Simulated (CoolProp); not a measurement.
Saturation properties of n-perfluorobutane (Tc = 113.2 °C, pc = 2322 kPa, ω = 0.372).

Values from CoolProp's reference Helmholtz-energy equation of state, Gao 2022.

| T (°C) | p (kPa) | liquid density (kg/m³) | vapour density (kg/m³) | enthalpy of vaporisation (kJ/kg) | liquid cp (kJ/(kg K)) |
|---|---|---|---|---|---|
| -90.85 | 0.2776 | 1904 | 0.04361 | 125.6 | 1.010 |
| -81.25 | 0.7360 | 1869 | 0.1099 | 122.4 | 1.017 |
| -71.65 | 1.740 | 1836 | 0.2477 | 119.3 | 1.026 |
| -62.15 | 3.706 | 1803 | 0.5046 | 116.3 | 1.035 |
| -52.55 | 7.327 | 1770 | 0.9570 | 113.3 | 1.045 |
| -42.95 | 13.50 | 1737 | 1.696 | 110.4 | 1.055 |
| -33.35 | 23.40 | 1705 | 2.839 | 107.5 | 1.066 |
| -23.85 | 38.31 | 1672 | 4.503 | 104.5 | 1.077 |
| -14.25 | 60.25 | 1639 | 6.885 | 101.5 | 1.089 |
| -4.65 | 91.07 | 1605 | 10.16 | 98.46 | 1.101 |
| 4.95 | 133.0 | 1571 | 14.54 | 95.27 | 1.114 |

It boils at -2.0 °C under 1 atm.
